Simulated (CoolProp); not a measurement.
Vapour-liquid equilibrium of R125 (1) + R143a (2) at 0.833 MPa; x and y are mole fractions of (1).

The numbers come from the multi-fluid Helmholtz-energy mixture model, Lemmon 2005 and Lemmon and Jacobsen 2000; pair parameters Lemmon 2004 in CoolProp.

Task: Give the bubble temperature and the first vapour's composition at x = 0.65, 0.875, 0.95. Is there an azeotrope?

Result: x = 0.65: 281.9 K, y = 0.669; x = 0.875: 280.9 K, y = 0.888; x = 0.95: 280.5 K, y = 0.956. y crosses x between x = 0.05 and 0.125: the model has an azeotrope there.

Pair parameters are fitted to limited data, so mixtures are less certain than the pure fluids.
